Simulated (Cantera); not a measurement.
A closed system holds: 1 mol Si, 1.1 mol HCl, 2.6 mol H2, at 500 K and 1.00 bar.

Cantera equilibrium calculation (NASA polynomials, part measured and part estimated; ideal gas, pure solids and liquids). Candidate condensed phases: Si; 19 gas species. Equilibrium is a limit: real reactors are often held back by kinetics, nucleation or transport.

Base state: H2 0.908, SiCl4 0.0496, SiHCl3 0.0413, SiH2Cl2 0.00118 (mole fractions); condensed: Si(s).

Question: What changes in the equilibrium state with this change: pressure from 1.00 bar to 0.133 bar?

Answer: 
```
species      before     after
----------  -------  --------
H2            0.908     0.912
SiCl4        0.0496    0.0592
SiHCl3       0.0413    0.0286
SiH2Cl2     0.00118  0.000474
Si(s), mol    0.688     0.700
```
